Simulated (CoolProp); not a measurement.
Saturated liquid density (kg/m³) of cis-2-butene: the reference equation beside estimates from Tc = 162.6 °C, pc = 42.36 bar, ω = 0.202. Rackett uses Z = 0.29056 − 0.08775 ω.

Model: reference Helmholtz-energy equation of state, Lemmon 2005, in CoolProp. It is a short technical equation, of lower accuracy than the large ones.

```tsv
T (°C)	reference	Rackett	van der Waals	Redlich-Kwong	Soave-Redlich-Kwong	Peng-Robinson
-8.25	653.4	?	402.2	591.5	604.9	683.1
-1.05	645.4	642.0	397.5	583.4	597.5	675.0
6.05	637.4	?	?	575.1	?	666.7
13.25	629.2	625.9	387.8	566.5	581.8	658.0
20.45	620.8	617.6	382.8	557.6	573.4	648.9
27.65	612.3	609.0	377.6	548.4	564.7	639.3
34.85	603.5	600.3	372.2	538.9	555.7	629.4
42.05	594.6	591.3	366.6	529.0	546.2	618.9
49.25	585.4	582.1	360.9	518.7	536.3	607.9
56.45	575.9	572.7	354.9	508.0	525.9	596.4
63.65	566.1	562.9	348.8	497.0	515.0	584.2
70.75	556.1	552.9	342.4	485.6	503.8	571.6
77.95	545.6	542.4	335.7	473.5	491.7	558.0
85.15	534.6	531.4	328.7	460.9	479.0	543.7
92.35	523.1	520.0	321.4	447.6	465.6	528.4
```

Complete the blanks.


- -8.25, Rackett: 649.8
- 6.05, Rackett: 634.1
- 6.05, van der Waals: 392.8
- 6.05, Soave-Redlich-Kwong: 589.8

Absolute difference from the reference over all 15 rows, mean and median: Rackett 0.6 and 0.6 %, van der Waals 38.4 and 38.4 %, Redlich-Kwong 11.4 and 11.0 %, Soave-Redlich-Kwong 8.5 and 8.1 %, Peng-Robinson 3.6 and 4.1 %.
